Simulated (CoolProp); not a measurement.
Vapour-liquid equilibrium of acetone (1) + cyclohexane (2) at 1900 kPa; x and y are mole fractions of (1).

Values from CoolProp's multi-fluid Helmholtz-energy mixture model, Lemmon 2006 and Zhou 2014; pair parameters Bell 2016.

| x | bubble temperature, mixture model (K) | bubble temperature, Raoult's law (K) | y, mixture model | y, Raoult's law |
|---|---|---|---|---|
| 0.05 | 486.7 | 492.4 | 0.128 | 0.098 |
| 0.125 | 476.4 | 487.5 | 0.270 | 0.227 |
| 0.2 | 469.2 | 483.1 | 0.371 | 0.339 |
| 0.275 | 464.0 | 479.0 | 0.447 | 0.438 |
| 0.35 | 460.1 | 475.2 | 0.508 | 0.525 |
| 0.425 | 457.2 | 471.7 | 0.561 | 0.602 |
| 0.5 | 454.9 | 468.4 | 0.609 | 0.672 |
| 0.575 | 453.1 | 465.3 | 0.656 | 0.735 |
| 0.65 | 451.7 | 462.4 | 0.705 | 0.792 |
| 0.725 | 450.7 | 459.6 | 0.756 | 0.844 |
| 0.8 | 450.1 | 457.0 | 0.811 | 0.891 |
| 0.875 | 449.9 | 454.6 | 0.874 | 0.935 |
| 0.95 | 450.2 | 452.2 | 0.946 | 0.975 |

The largest gap from Raoult's law is -15.1 K in bubble temperature, at x = 0.35. y crosses x between x = 0.8 and 0.875: the model has an azeotrope there.

The pair parameters rest on a limited set of measurements; away from them the model extrapolates.
